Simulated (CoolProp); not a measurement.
Vapour pressure (bar) of CHF3 (R23): the reference equation beside estimates from Tc = 299.3 K, pc = 48.32 bar, ω = 0.263.

Values from CoolProp's reference Helmholtz-energy equation of state, Penoncello 2003.

```
T (K)  reference  Lee-Kesler  van der Waals
-----  ---------  ----------  -------------
228.9      6.016       6.066          14.99
235.5      7.702       7.772          17.15
242.1      9.720       9.809          19.49
248.7      12.11       12.21          22.03
255.2      14.87       14.98          24.72
261.8      18.13       18.24          27.65
268.4      21.89       22.01          30.79
274.9      26.15       26.26          34.08
281.5      31.10       31.20          37.64
```

Absolute difference from the reference over all 9 rows, mean and median: Lee-Kesler 0.7 and 0.7 %, van der Waals 73.9 and 66.2 %.
